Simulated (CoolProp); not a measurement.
A Linde-Hampson liquefier for dry air: isothermal reversible compression at 230 K from 1 atm to 5 MPa, throttling to 1 atm, return gas leaving the recuperator 0 K below the feed. Each further row changes one setting.

The numbers come from the reference Helmholtz-energy equation of state, Lemmon 2000 in CoolProp. It is a pseudo-pure fit of the blend.

```
case                        liquid yield per pass  compression work (kJ/kg of gas)
--------------------------  ---------------------  -------------------------------
as stated                                       ?                              253
high pressure 10 MPa                            ?                              295
warm-end temperature 260 K                      ?                                ?
warm-end gap 5 K                                ?                              253
```

### Question
Some entries are withheld; supply them.

### Answer

- as stated, liquid yield per pass: 0.052
- high pressure 10 MPa, liquid yield per pass: 0.103
- warm-end temperature 260 K, liquid yield per pass: 0.037
- warm-end temperature 260 K, compression work (kJ/kg of gas): 288
- warm-end gap 5 K, liquid yield per pass: 0.039
